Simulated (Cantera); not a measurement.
A Cantera script and its output.

```python
import numpy as np
import cantera as ct

gas = ct.Solution("gri30.yaml")
gas.TPX = 323, 1000000, {'CH4': 1, 'CO': 0.055, 'O2': 1.56, 'N2': 7.02}
flame = ct.FreeFlame(gas, width=0.008)
flame.set_refine_criteria(ratio=3, slope=0.08, curve=0.16)
flame.transport_model = "mixture-averaged"
flame.solve(loglevel=0, auto=True)
z, T = flame.grid, flame.T
thick = (T[-1] - T[0]) / np.gradient(T, z).max()
show = ['CH4', 'CO', 'O2', 'NO2', 'C2H2', 'H2O2']
print(f"laminar burning velocity  {flame.velocity[0] * 100:.3f} cm/s")
print(f"burnt temperature         {T[-1]:.1f} K")
print(f"thermal thickness         {thick * 1e3:.4f} mm")
print(f"grid points               {len(z)}")
z0 = z[flame.heat_release_rate.argmax()]
print(f"{'z/mm':>9s}{'T/K':>9s}{'u/(m/s)':>9s}" + "".join(f"{s:>11s}" for s in show))
rows = []
for k in (-3, -2, -1.5, -1, -0.5, -0.25, 0, 0.25, 0.5, 1, 2, 4, 8):
    zz = z0 + k * thick
    rows.append([k * thick, np.interp(zz, z, T), np.interp(zz, z, flame.velocity),
                 *(np.interp(zz, z, flame.X[gas.species_index(s)]) for s in show)])
    print(f"{rows[-1][0] * 1e3:9.3f}{rows[-1][1]:9.1f}{rows[-1][2]:9.3f}" + "".join(f"{x:11.3e}" for x in rows[-1][3:]))
```

Result:

```
laminar burning velocity  5.164 cm/s
burnt temperature         1917.8 K
thermal thickness         0.2776 mm
grid points               119
     z/mm      T/K  u/(m/s)        CH4         CO         O2        NO2       C2H2       H2O2
   -0.833    323.5    0.052  1.036e-01  5.706e-03  1.616e-01  4.205e-11  2.492e-08  3.227e-08
   -0.555    329.3    0.053  1.029e-01  5.786e-03  1.609e-01  8.956e-10  5.778e-07  5.076e-07
   -0.416    360.0    0.058  1.006e-01  6.346e-03  1.584e-01  7.686e-09  5.340e-06  3.388e-06
   -0.278    510.4    0.083  9.100e-02  9.673e-03  1.467e-01  5.558e-08  4.219e-05  1.931e-05
   -0.139    999.0    0.165  5.997e-02  2.387e-02  1.016e-01  2.165e-07  2.503e-04  6.671e-05
   -0.069   1381.4    0.230  3.425e-02  3.747e-02  6.099e-02  9.171e-08  5.081e-04  1.554e-05
    0.000   1719.8    0.287  1.226e-02  4.965e-02  2.262e-02  6.307e-09  1.196e-03  1.706e-06
    0.069   1867.3    0.312  4.747e-03  5.198e-02  6.168e-03  9.735e-10  1.638e-03  4.403e-07
    0.139   1908.4    0.318  3.082e-03  5.100e-02  2.000e-03  3.040e-10  1.565e-03  1.065e-07
    0.278   1925.0    0.321  2.211e-03  4.961e-02  3.819e-04  6.239e-11  1.396e-03  1.362e-08
    0.555   1926.7    0.321  1.568e-03  4.908e-02  3.054e-05  1.078e-11  1.158e-03  1.062e-09
    1.111   1923.6    0.321  9.847e-04  5.003e-02  3.872e-07  6.624e-12  7.728e-04  1.663e-10
    2.221   1920.1    0.321  4.917e-04  5.182e-02  3.874e-08  8.209e-12  3.242e-04  1.410e-10
```

Model: GRI-Mech 3.0 (53 species, 325 reactions), integrated in Cantera. Burning velocities carry a grid error of a few per cent, more on coarse grids.
